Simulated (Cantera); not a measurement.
Charge: 1 mol Ti, 17 mol CO, held at 1200 °C and 0.100 bar.

Cantera equilibrium calculation (NASA polynomials, part measured and part estimated; ideal gas, pure solids and liquids). Candidate condensed phases: C, Ti, TiC, TiO, TiO2, Ti2O3, Ti3O5, Ti4O7; 15 gas species. Mutual solubility and eutectic melting of coexisting phases are not modelled. TiC: taken at fixed stoichiometry. Equilibrium is a limit: real reactors are often held back by kinetics, nucleation or transport.

Base state: CO 1.000, CO2 0.000120 (mole fractions); condensed: TiC(s) + Ti3O5(s).

What changes in the equilibrium state with this change: temperature from 1200 °C to 725 °C?


```json
[
 {"species": "CO", "before": "1.000", "after": "0.947"},
 {"species": "CO2", "before": "0.000120", "after": "0.0529"},
 {"species": "TiC(s), mol", "before": "0.626", "after": "0"},
 {"species": "Ti3O5(s), mol", "before": "0.125", "after": "0"},
 {"species": "C(graphite), mol", "before": "0", "after": "2.75"},
 {"species": "TiO2(rutile), mol", "before": "0", "after": "1.00"}
]
```
